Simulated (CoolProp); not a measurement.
CH3F (R41) along the isobar 14.2 MPa: Z from the reference equation and from simpler models built on Tc = 317.3 K, pc = 5.906 MPa, ω = 0.200; each cubic takes its own stable root.

Model: reference Helmholtz-energy equation of state, Lemmon 2006, in CoolProp. It is a short technical equation, of lower accuracy than the large ones.

```csv
T (K),phase,reference
309.1,liquid,0.3003
316.9,liquid,0.3061
324.8,supercritical,0.3143
332.6,supercritical,0.3254
340.4,supercritical,0.3405
348.3,supercritical,0.3613
356.1,supercritical,0.3886
363.9,supercritical,0.4228
371.8,supercritical,0.4626
379.6,supercritical,0.5036
387.4,supercritical,0.5434
395.3,supercritical,0.5808
403.1,supercritical,0.6144
410.9,supercritical,0.6447
418.8,supercritical,0.6724
```

### Question
How far does each simpler model (van der Waals, Redlich-Kwong, Soave-Redlich-Kwong, Peng-Robinson) lie from the reference over these 15 states: mean and median of the absolute difference, and the worst?

### Answer
- van der Waals: mean 28.3 %, median 24.5 %, worst +64.8 % at 309.1 K and 14.2 MPa
- Redlich-Kwong: mean 17.5 %, median 18.3 %, worst +30.3 % at 309.1 K and 14.2 MPa
- Soave-Redlich-Kwong: mean 24.8 %, median 28.1 %, worst +32.1 % at 340.4 K and 14.2 MPa
- Peng-Robinson: mean 15.4 %, median 16.8 %, worst +21.1 % at 348.3 K and 14.2 MPa
